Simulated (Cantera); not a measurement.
Charge: 1 mol FeS, 200 mol H₂, 0.16 mol H₂O, at 210 Pa.

Equilibrium computed with Cantera from the NASA thermochemical tables; the gas is ideal and each condensed phase is pure. Candidate condensed phases: Fe, FeO, Fe(OH)₂, Fe(OH)₃, FeS, FeSO₄, FeS₂, Fe₂O₃, Fe₂(SO₄)₃, Fe₃O₄, H₂O, H₂SO₄, S; 22 gas species. Mutual solubility and eutectic melting of coexisting phases are not modelled. FeS: taken at fixed stoichiometry. Gases not in the tables: S₃ to S₇. The numbers say what is thermodynamically allowed, not how fast it happens.

x: gas mole fraction; n: condensed amount in mol.

```
T (K)   x H₂       x H      x Fe     x H₂S     x S      x SH  n Fe(α)  n FeS(s)  n Fe(γ)
-----  -----  --------  --------  --------  ------  --------  -------  --------  -------
698    0.999    <1e-12    <1e-12   3.57e-5  <1e-12    <1e-12  0.00715     0.993        0
848    0.999  4.15e-10    <1e-12  0.000269  <1e-12   1.03e-9   0.0538     0.946        0
998    0.998   4.69e-8  6.42e-12   0.00108       …   1.37e-7    0.216     0.784        0
1148   0.996   1.56e-6   3.80e-9   0.00310       …   5.25e-6    0.623     0.377        0
1298   0.994   2.33e-5   4.91e-7   0.00476       …   5.94e-5        0         0    1.000
1448   0.994  0.000201   2.27e-5   0.00403       …  0.000245        0         0    0.995
1598   0.993   0.00116  0.000503   0.00285       …  0.000625        0         0    0.899
1748   0.985   0.00495   0.00495   0.00174       …   0.00111        0         0        0
1898   0.973    0.0168   0.00492  0.000964       …   0.00152        0         0        0
2048   0.943    0.0474   0.00484  0.000461       …   0.00158        0         0        0
2198   0.876     0.114   0.00467  0.000185       …   0.00127        0         0        0
```

**Question.** Fill in the missing entries.

**Answer.** 
- 998, x S: 2.44e-11
- 1148, x S: 8.71e-9
- 1298, x S: 5.51e-7
- 1448, x S: 8.92e-6
- 1598, x S: 6.94e-5
- 1748, x S: 0.000314
- 1898, x S: 0.000938
- 2048, x S: 0.00194
- 2198, x S: 0.00288
